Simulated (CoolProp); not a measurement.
Saturation properties of dimethyl carbonate (Tc = 283.9 °C, pc = 4.909 MPa, ω = 0.346).

Computed with CoolProp (reference Helmholtz-energy equation of state, Zhou 2011).

```json
[
 {"T (°C)": "152.95", "p (MPa)": "0.5340", "liquid density (kg/m³)": "878.1", "enthalpy of vaporisation (kJ/kg)": "327.3", "liquid cp (kJ/(kg K))": "2.143", "vapour Z": "0.9031", "surface tension (mN/m)": "11.0"},
 {"T (°C)": "164.85", "p (MPa)": "0.6885", "liquid density (kg/m³)": "858.1", "enthalpy of vaporisation (kJ/kg)": "316.7", "liquid cp (kJ/(kg K))": "2.186", "vapour Z": "0.8835", "surface tension (mN/m)": "9.65"},
 {"T (°C)": "176.85", "p (MPa)": "0.8764", "liquid density (kg/m³)": "837.1", "enthalpy of vaporisation (kJ/kg)": "305.3", "liquid cp (kJ/(kg K))": "2.234", "vapour Z": "0.8612", "surface tension (mN/m)": "8.33"},
 {"T (°C)": "188.85", "p (MPa)": "1.101", "liquid density (kg/m³)": "815.0", "enthalpy of vaporisation (kJ/kg)": "293.0", "liquid cp (kJ/(kg K))": "2.289", "vapour Z": "0.8360", "surface tension (mN/m)": "7.06"},
 {"T (°C)": "200.75", "p (MPa)": "1.364", "liquid density (kg/m³)": "791.9", "enthalpy of vaporisation (kJ/kg)": "279.8", "liquid cp (kJ/(kg K))": "2.354", "vapour Z": "0.8077", "surface tension (mN/m)": "5.86"},
 {"T (°C)": "212.75", "p (MPa)": "1.676", "liquid density (kg/m³)": "766.9", "enthalpy of vaporisation (kJ/kg)": "265.1", "liquid cp (kJ/(kg K))": "2.435", "vapour Z": "0.7752", "surface tension (mN/m)": "4.72"},
 {"T (°C)": "224.75", "p (MPa)": "2.040", "liquid density (kg/m³)": "739.6", "enthalpy of vaporisation (kJ/kg)": "248.5", "liquid cp (kJ/(kg K))": "2.543", "vapour Z": "0.7381", "surface tension (mN/m)": "3.65"},
 {"T (°C)": "236.65", "p (MPa)": "2.459", "liquid density (kg/m³)": "709.4", "enthalpy of vaporisation (kJ/kg)": "229.5", "liquid cp (kJ/(kg K))": "2.696", "vapour Z": "0.6951", "surface tension (mN/m)": "2.67"}
]
```

It boils at 90.1 °C under 1 atm.

Surface tension comes from a separate correlation (Mulero 2014).
